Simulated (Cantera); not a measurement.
A closed system holds: 1 mol CHF₃, 0.22 mol Si, at 1425 K and 0.0173 Torr.

Equilibrium computed with Cantera from the NASA thermochemical tables; the gas is ideal and each condensed phase is pure. Candidate condensed phases: C, C₆H₆, C₇H₈, C₈H₁₈, Si, SiC; 113 gas species. Gases not in the tables: C₂F₆ and larger saturated fluorocarbons. Rates play no part.

Q: What is the equilibrium state?

A: 
```json
{
 "x(HF)": "0.666",
 "x(CF₄)": "0.186",
 "x(SiF₄)": "0.146",
 "x(CF₂)": "0.00118",
 "x(F)": "0.00102",
 "x(CF₃)": "4.91e-5",
 "n(C(graphite))": "0.719 mol",
 "gas_amount": "1.502 mol",
 "log10 activity of Si(s) (absent)": "-25.52"
}
```
